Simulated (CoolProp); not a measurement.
Cyclopropane along the isotherm 410.8 K: density (kg/m³) from the reference equation and from simpler models built on Tc = 398.7 K, pc = 5.605 MPa, ω = 0.131; each cubic takes its own stable root.

The numbers come from the reference Helmholtz-energy equation of state, Polt 1992 in CoolProp. This equation is an older, rougher fit; its heat capacities, sound speeds and derivatives of the liquid may be far off and weren't checked against measurements.

| p (MPa) | phase | reference |
|---|---|---|
| 0.0885 | gas | 1.096 |
| 0.143 | gas | 1.776 |
| 0.231 | gas | 2.884 |
| 0.373 | gas | 4.695 |
| 0.603 | gas | 7.695 |
| 0.975 | gas | 12.73 |
| 1.57 | gas | 21.33 |
| 2.54 | gas | 37.12 |
| 4.11 | gas | 70.22 |
| 6.64 | supercritical | 238.7 |
| 10.7 | supercritical | 424.0 |
| 17.3 | supercritical | 478.4 |
| 28 | supercritical | 522.8 |

Question: How far does each simpler model (ideal gas, van der Waals, Soave-Redlich-Kwong, Peng-Robinson) lie from the reference over these 13 states: mean and median of the absolute difference, and the worst?

Answer: 
- ideal gas: mean 22.4 %, median 9.3 %, worst -68.9 % at 410.8 K and 10.7 MPa
- van der Waals: mean 6.9 %, median 1.1 %, worst -26.1 % at 410.8 K and 17.3 MPa
- Soave-Redlich-Kwong: mean 3.2 %, median 0.1 %, worst -13.4 % at 410.8 K and 10.7 MPa
- Peng-Robinson: mean 1.5 %, median 0.6 %, worst -4.9 % at 410.8 K and 6.64 MPa
